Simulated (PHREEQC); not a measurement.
Consider water at 25 °C with 170 mmol/kgw Zn(NO3)2 and 0.056 mmol/kgw CuCl2. Closed to the air; pH follows from the charge balance.

The numbers come from PHREEQC with the ion-association model, phreeqc.dat.

The ionic strength comes out as 0.510 mol/kgw. What activity coefficients do NO3-, H+, Zn+2, ZnOH+, ZnCl+ get?

NO3- 0.61, H+ 0.76, Zn+2 0.21, ZnOH+ 0.73, ZnCl+ 0.65.

This is a speciation only: nothing precipitates in the calculation.
